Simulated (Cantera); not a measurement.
Cantera run:

```python
import numpy as np
import cantera as ct

gas_names = """
    CL CL2 H HCL H2 Si SiCL SiCL2 SiCL3 SiCL4 SiH SiHCL3 SiH2 SiH2CL2 SiH3 SiH3CL SiH4 Si2 Si3
""".split()
cond_names = """
    Si(cr) Si(L)
""".split()


# ... load() reads the species with a 1 bar reference pressure and builds the phases ...
atoms = {
    'Si2H6': {'Si': 2, 'H': 6},
    'Cl2': {'CL': 2},
    'H2': {'H': 2},
}
top_T = {}  # K; cautious upper limits of use, not melting points


# ... equilibrate(T, P, feed) seeds the gas with the atoms and calls Mixture.equilibrate('TP', solver="vcs", rtol=1e-11, max_steps=5000) ...
results = []
T = 1073  # K
P = 2800  # Pa
for m in [0.0065, 0.013, 0.028, 0.056, 0.12, 0.24, 0.49]:
    feed = {'Si2H6': 1, 'Cl2': m, 'H2': 8.4}  # mol
    mix = equilibrate(T, P, feed)
    results.append((T, P, feed, dict(zip(mix.species_names, mix.species_moles))))

top = {s: max(r[3][s] / sum(r[3][g] for g in gas_names) for r in results) for s in gas_names}
cols = sorted((s for s in top if top[s] > 0.0001), key=lambda s: -top[s])[:9]
seen = [c for c in cond_names if any(r[3].get(c, 0) > 1e-12 for r in results)]
print("log10 of partial pressures in bar; condensed amounts in mol")
print(f"{'n(Cl2)':>10s}" + "".join(f"{s[:9]:>10s}" for s in cols + seen))
for T, P, feed, n in results:
    ng = sum(n[g] for g in gas_names)
    print(f"{feed['Cl2']:10.4g}" + "".join(f"{np.log10(max(n[s] / ng * P / 1e5, 1e-99)):10.3f}" for s in cols)
          + "".join(f"{n.get(c, 0):10.4g}" for c in seen))
```

It prints:

```
log10 of partial pressures in bar; condensed amounts in mol
    n(Cl2)        H2       HCL     SiCL4    SiHCL3     SiCL2     SiCL3   SiH2CL2    Si(cr)
    0.0065    -1.553    -4.499    -9.219    -8.185    -7.155    -8.789    -8.085         2
     0.013    -1.554    -4.201    -8.028    -7.293    -6.559    -7.896    -7.490         2
     0.028    -1.555    -3.879    -6.739    -6.327    -5.915    -6.929    -6.847     1.999
     0.056    -1.557    -3.612    -5.665    -5.522    -5.377    -6.123    -6.311     1.996
      0.12    -1.560    -3.376    -4.714    -4.810    -4.902    -5.410    -5.839     1.978
      0.24    -1.565    -3.221    -4.084    -4.340    -4.587    -4.938    -5.529      1.93
      0.49    -1.573    -3.100    -3.585    -3.970    -4.338    -4.564    -5.287     1.813
```

Method: chemical equilibrium by Gibbs-energy minimisation in Cantera with the NASA 1993 tables (ideal gas, pure condensed phases). The feed counts by its element totals alone. The tables' values for SiCl3 are old estimates; treat these amounts as uncertain.
